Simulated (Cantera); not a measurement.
A perfectly stirred reactor is fed with 1.40 % CH4, 0.106 % C2H6, 1.33 % C3H8, 20.4 % O2, 76.8 % N2, at 0.740 atm; it is adiabatic with a 575 K inlet, and is followed from long to short residence time, starting on the burning branch (τ in s: 0.12, 0.057, 0.027, 0.013, 0.0062, 0.003, 0.0014, 0.00068, 0.00033, 0.00016, 7.4e-05, 3.6e-05).

Computed with Cantera and GRI-Mech 3.0 (53 species, 325 reactions). GRI-Mech 3.0 was tuned for natural gas; its chemistry of propane as a main component is partial and can be far from experiment.

**Question.** Predict: blow-out, bracketed by the residence times tried; x(CH4) at τ = 0.120 s; x(C2H6) at τ = 0.120 s; x(C3H8) at τ = 0.120 s; x(HCN) at τ = 0.120 s; x(NO2) at τ = 0.120 s; x(CH4) at τ = 1.40 ms; x(C2H6) at τ = 1.40 ms; x(C3H8) at τ = 1.40 ms; x(HCN) at τ = 1.40 ms; x(NO2) at τ = 1.40 ms.

**Answer.** 
```
Quantity                                                                         Value
------------------------------------------------  ------------------------------------
blow-out, bracketed by the residence times tried  burning at 0.330 ms, out at 0.160 ms
x(CH4) at τ = 0.120 s                                                          3.50e-6
x(C2H6) at τ = 0.120 s                                                         6.59e-8
x(C3H8) at τ = 0.120 s                                                         8.27e-7
x(HCN) at τ = 0.120 s                                                          1.68e-9
x(NO2) at τ = 0.120 s                                                          2.04e-8
x(CH4) at τ = 1.40 ms                                                          7.00e-5
x(C2H6) at τ = 1.40 ms                                                         1.31e-6
x(C3H8) at τ = 1.40 ms                                                         1.55e-5
x(HCN) at τ = 1.40 ms                                                          1.14e-8
x(NO2) at τ = 1.40 ms                                                          3.29e-9
```
